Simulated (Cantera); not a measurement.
Input: 1 mol Si, 0.0028 mol O2, 0.52 mol CO, a varied amount of NH3, at 1075 °C and 0.0133 bar.

Equilibrium computed with Cantera from the NASA thermochemical tables; the gas is ideal and each condensed phase is pure. Candidate condensed phases: C, C6H6, C7H8, C8H18, H2O, Si, SiC, SiO2, Si2N2O, Si3N4; 151 gas species. Kinetics and transport are ignored.

Q: At 3.6 mol NH3, list the 6 most abundant gas species with their mole fractions, and the condensed phases.

A: H2 0.803, N2 0.193, CO 0.00381, HCN 0.000126, CH4 5.01e-5, H 1.80e-5. Condensed: C(graphite) + Si2N2O(s).
